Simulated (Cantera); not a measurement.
## Tantalum, niobium, vanadium and zirconium in process gases: V + N2O + H2

Charge: 1 mol V, 0.86 mol N2O, 1.9 mol H2, held at 10.0 mbar.

Method: chemical equilibrium by Gibbs-energy minimisation in Cantera with the NASA 1993 tables (ideal gas, pure condensed phases). Candidate condensed phases: H2O, V, VN, VO, V2O3, V2O4, V2O5; 28 gas species. Each liquid is taken as pure. Mutual solubility and eutectic melting of coexisting phases are not modelled. VO: taken at fixed stoichiometry. Condensed phases not in the tables: V2N, N, O or C dissolved in the metal. Equilibrium is a limit: real reactors are often held back by kinetics, nucleation or transport.

From 1852 °C to 1902 °C the condensed part is V(s) + VO(l). From 1952 °C to 2152 °C the condensed part is V(l) + VO(l). From 2202 °C to 2302 °C the condensed part is VO(l). From 2352 °C to 2452 °C nothing is condensed. The main V-bearing gas is V at 1852 °C and VO at 2452 °C.

```csv
T (°C),log p H2,log p H,log p N2,log p VO,log p V,log p VO2,log p H2O,log p OH,n V(s),n VO(l),n V(l)
1852,-2.18,-3.53,-2.51,-4.97,-4.87,-6.03,-5.45,-7.71,0.137,0.855,0
1902,-2.19,-3.40,-2.52,-4.71,-4.58,-5.78,-5.40,-7.49,0.134,0.852,0
1952,-2.19,-3.29,-2.52,-4.46,-4.32,-5.53,-5.34,-7.27,0,0.847,0.129
2002,-2.21,-3.17,-2.53,-4.23,-4.08,-5.28,-5.29,-7.07,0,0.838,0.119
2052,-2.22,-3.07,-2.54,-4.01,-3.84,-5.05,-5.24,-6.87,0,0.824,0.102
2102,-2.24,-2.97,-2.55,-3.79,-3.62,-4.83,-5.21,-6.69,0,0.800,0.0731
2152,-2.27,-2.88,-2.57,-3.59,-3.40,-4.62,-5.18,-6.51,0,0.760,0.0244
2202,-2.31,-2.80,-2.59,-3.39,-3.32,-4.29,-5.04,-6.23,0,0.688,0
2252,-2.35,-2.73,-2.61,-3.21,-3.28,-3.94,-4.88,-5.92,0,0.554,0
2302,-2.42,-2.67,-2.65,-3.03,-3.21,-3.63,-4.77,-5.67,0,0.310,0
2352,-2.49,-2.62,-2.70,-2.90,-3.14,-3.43,-4.73,-5.48,0,0,0
2402,-2.53,-2.55,-2.71,-2.92,-3.15,-3.44,-4.72,-5.34,0,0,0
2452,-2.58,-2.50,-2.72,-2.93,-3.15,-3.44,-4.72,-5.22,0,0,0
```
log p: log10 of the partial pressure in bar; n: condensed amount in mol.
